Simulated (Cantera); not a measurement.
# Premixed flame

A freely propagating, adiabatic, planar premixed flame of 14.9 % CH₃OH, 14.9 % O₂, 52.2 % N₂, 17.9 % CO₂, unburnt at 475 K and 5.60 bar; mixture-averaged transport, grid criteria slope 0.08 and curve 0.16, no radiation.

Computed with Cantera and GRI-Mech 3.0 (53 species, 325 reactions). GRI-Mech 3.0 was tuned for natural gas; its chemistry of methanol as a main component is partial and can be far from experiment. Burning velocities carry a grid error of a few per cent, more on coarse grids.

```json
[
 {"z (mm)": "-0.398", "T (K)": "476", "u (m/s)": "0.230", "x CH₃OH": "0.148", "x O₂": "0.148", "x CO₂": "0.178", "x NO": "<1e-8", "x HCN": "<1e-8", "x C₂H₄": "<1e-8"},
 {"z (mm)": "-0.265", "T (K)": "483", "u (m/s)": "0.235", "x CH₃OH": "0.147", "x O₂": "0.147", "x CO₂": "0.177", "x NO": "<1e-8", "x HCN": "<1e-8", "x C₂H₄": "<1e-8"},
 {"z (mm)": "-0.199", "T (K)": "508", "u (m/s)": "0.250", "x CH₃OH": "0.144", "x O₂": "0.143", "x CO₂": "0.175", "x NO": "<1e-8", "x HCN": "<1e-8", "x C₂H₄": "<1e-8"},
 {"z (mm)": "-0.133", "T (K)": "622", "u (m/s)": "0.312", "x CH₃OH": "0.132", "x O₂": "0.129", "x CO₂": "0.172", "x NO": "<1e-8", "x HCN": "<1e-8", "x C₂H₄": "6.18e-8"},
 {"z (mm)": "-0.0663", "T (K)": "964", "u (m/s)": "0.503", "x CH₃OH": "0.0903", "x O₂": "0.0919", "x CO₂": "0.170", "x NO": "6.76e-8", "x HCN": "3.50e-8", "x C₂H₄": "2.91e-7"},
 {"z (mm)": "-0.0332", "T (K)": "1250", "u (m/s)": "0.672", "x CH₃OH": "0.0485", "x O₂": "0.0595", "x CO₂": "0.173", "x NO": "2.75e-7", "x HCN": "6.46e-8", "x C₂H₄": "5.43e-7"},
 {"z (mm)": "0", "T (K)": "1554", "u (m/s)": "0.860", "x CH₃OH": "0.00497", "x O₂": "0.0247", "x CO₂": "0.179", "x NO": "8.33e-7", "x HCN": "1.09e-7", "x C₂H₄": "8.28e-7"},
 {"z (mm)": "0.0332", "T (K)": "1682", "u (m/s)": "0.933", "x CH₃OH": "1.02e-5", "x O₂": "0.00790", "x CO₂": "0.185", "x NO": "1.24e-6", "x HCN": "1.41e-7", "x C₂H₄": "1.74e-7"},
 {"z (mm)": "0.0663", "T (K)": "1729", "u (m/s)": "0.958", "x CH₃OH": "2.55e-7", "x O₂": "0.00236", "x CO₂": "0.188", "x NO": "1.50e-6", "x HCN": "1.34e-7", "x C₂H₄": "1.23e-8"},
 {"z (mm)": "0.133", "T (K)": "1763", "u (m/s)": "0.976", "x CH₃OH": "2.29e-8", "x O₂": "0.000358", "x CO₂": "0.188", "x NO": "1.71e-6", "x HCN": "1.05e-7", "x C₂H₄": "<1e-8"},
 {"z (mm)": "0.265", "T (K)": "1782", "u (m/s)": "0.987", "x CH₃OH": "<1e-8", "x O₂": "5.32e-5", "x CO₂": "0.188", "x NO": "1.82e-6", "x HCN": "7.65e-8", "x C₂H₄": "<1e-8"},
 {"z (mm)": "0.530", "T (K)": "1790", "u (m/s)": "0.991", "x CH₃OH": "<1e-8", "x O₂": "9.34e-6", "x CO₂": "0.187", "x NO": "1.86e-6", "x HCN": "5.85e-8", "x C₂H₄": "<1e-8"},
 {"z (mm)": "1.06", "T (K)": "1793", "u (m/s)": "0.993", "x CH₃OH": "<1e-8", "x O₂": "1.62e-6", "x CO₂": "0.187", "x NO": "1.84e-6", "x HCN": "4.82e-8", "x C₂H₄": "<1e-8"}
]
```
x: mole fraction of selected species; z is measured from the peak of heat release.

```
Item                         Result
------------------------  ---------
laminar burning velocity  22.9 cm/s
thermal thickness          0.133 mm
peak x(HCN)                 1.41e-7
peak x(C₂H₄)                8.28e-7
grid points                     144
```
